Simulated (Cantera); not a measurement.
Cantera run, input and output.

```python
import numpy as np
import cantera as ct

gas = ct.Solution("gri30.yaml")


def delay(T, t_max=10):
    gas.TPX = T, 1000000, {'CH4': 1, 'H2': 0.039, 'O2': 1.44, 'N2': 5.42}
    reactor = ct.IdealGasConstPressureReactor(gas, clone=False)
    net = ct.ReactorNet([reactor])
    net.rtol, net.atol = 1e-8, 1e-16
    while net.time < t_max:
        t_old, T_old = net.time, reactor.T
        net.step()
        if reactor.T > T + 400:  # ignition: a rise of 400 K
            return t_old + (T + 400 - T_old) / (reactor.T - T_old) * (net.time - t_old)
    return np.nan


taus = []
for T in [1150, 1200, 1250, 1300, 1350, 1400, 1450, 1500, 1550]:
    taus.append(delay(T))
    print(f"T0 = {T:6g} K   tau = {taus[-1]:.4e} s")
```

Result:

```
T0 =   1150 K   tau = 5.1858e-03 s
T0 =   1200 K   tau = 3.1894e-03 s
T0 =   1250 K   tau = 1.9589e-03 s
T0 =   1300 K   tau = 1.2017e-03 s
T0 =   1350 K   tau = 7.3907e-04 s
T0 =   1400 K   tau = 4.5727e-04 s
T0 =   1450 K   tau = 2.8537e-04 s
T0 =   1500 K   tau = 1.8001e-04 s
T0 =   1550 K   tau = 1.1499e-04 s
```

Detailed kinetics in Cantera: GRI-Mech 3.0 (53 species, 325 reactions).
